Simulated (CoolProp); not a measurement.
A Linde-Hampson liquefier for normal hydrogen: isothermal reversible compression at 230 K from 1 atm to 30 MPa, throttling to 1 atm, return gas leaving the recuperator 5 K below the feed. Each further row changes one setting.

Computed with CoolProp (reference Helmholtz-energy equation of state, Leachman 2009).

| case | compression work (kJ/kg of gas) |
|---|---|
| as stated | 5600 |
| high pressure 60 MPa | 6490 |
| warm-end temperature 260 K | 6320 |
| warm-end gap 10 K | 5600 |
